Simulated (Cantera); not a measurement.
Feed: 1 mol Ca(OH)2, 0.2 mol H2O, 0.24 mol CO2, at 1973.15 K and 13300 Pa.

Cantera equilibrium calculation (NASA polynomials, part measured and part estimated; ideal gas, pure solids and liquids). Candidate condensed phases: C, C6H6, C7H8, C8H18, Ca, CaCO3, CaO, Ca(OH)2, H2O; 115 gas species. Kinetics and transport are ignored.

Base state: H2O 0.818, CO2 0.159, H2 0.00697, CO 0.00609, O2 0.00569, OH 0.00344, H 0.000309, O 0.000112 (mole fractions); condensed: CaO(s).

Question: What changes in the equilibrium state with this change: temperature from 1973.15 K to 1398.15 K?

Answer: 
| species | before | after |
|---|---|---|
| H2O | 0.818 | 0.833 |
| CO2 | 0.159 | 0.167 |
| H2 | 0.00697 | 0.000114 |
| Ca(OH)2 | 6.75e-5 | 9.74e-8 |
| O | 0.000112 | 2.21e-8 |
| H | 0.000309 | 1.39e-7 |
| OH | 0.00344 | 2.00e-5 |
| CO | 0.00609 | 4.94e-5 |
| O2 | 0.00569 | 7.69e-5 |
| CaO(s), mol | 1.000 | 1.00 |

Question: What changes in the equilibrium state with this change: temperature from 1973.15 K to 2098 K?

Answer: 
```
species        before     after
-----------  --------  --------
H2O             0.818     0.804
CO2             0.159     0.152
H2            0.00697    0.0126
CO            0.00609    0.0118
O2            0.00569    0.0104
Ca(OH)2       6.75e-5  0.000170
O            0.000112  0.000384
H            0.000309  0.000946
OH            0.00344   0.00716
CaO(s), mol     1.000     1.000
```

Question: What changes in the equilibrium state with this change: temperature from 1973.15 K to 1698 K?

Answer: 
```json
[
 {"species": "H2O", "before": "0.818", "after": "0.831"},
 {"species": "CO2", "before": "0.159", "after": "0.166"},
 {"species": "H2", "before": "0.00697", "after": "0.00138"},
 {"species": "Ca(OH)2", "before": "6.75e-5", "after": "5.24e-6"},
 {"species": "O", "before": "0.000112", "after": "3.88e-6"},
 {"species": "H", "before": "0.000309", "after": "1.47e-5"},
 {"species": "OH", "before": "0.00344", "after": "0.000455"},
 {"species": "CaO(s), mol", "before": "1.000", "after": "1.000"}
]
```
